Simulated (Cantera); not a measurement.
Charge: 1 mol BF3, 36 mol H2, 2.9 mol N2, held at 1500 K and 0.100 bar.

These are equilibrium values from Cantera (NASA tables, ideal gas, pure condensed phases), not measurements of a reactor. Candidate condensed phases: B, BN; 31 gas species. The tables' values for BF2 are old estimates; treat these amounts as uncertain. Kinetics and transport are ignored.

Base state: H2 0.893, N2 0.0701, BF3 0.0189, HF 0.0165, BHF2 0.000782, BF2 0.000181, H 5.26e-5 (mole fractions); condensed: BN(s).

Problem. What changes in the equilibrium state with this change: BF3 replaced by B2H6?

Solution. 
```
species       before    after
----------  --------  -------
H2             0.893    0.953
N2            0.0701   0.0465
H            5.26e-5  5.44e-5
BF3           0.0189        0
HF            0.0165        0
BHF2        0.000782        0
BF2         0.000181        0
BN(s), mol     0.207     2.00
```
The feed counts by its element totals alone.

Problem. What changes in the equilibrium state with this change: temperature from 1500 K to 1250 K?

Solution. 
```csv
species,before,after
H2,0.893,0.896
N2,0.0701,0.0707
BF3,0.0189,0.0209
HF,0.0165,0.0121
BF2,0.000181,3.65e-6
H,5.26e-5,1.45e-6
BHF2,0.000782,0.000166
"BN(s), mol",0.207,0.159
```
N2 is the only nitrogen source here; it is nearly inert below about 1500 K, so the nitride shown seldom forms there in practice.
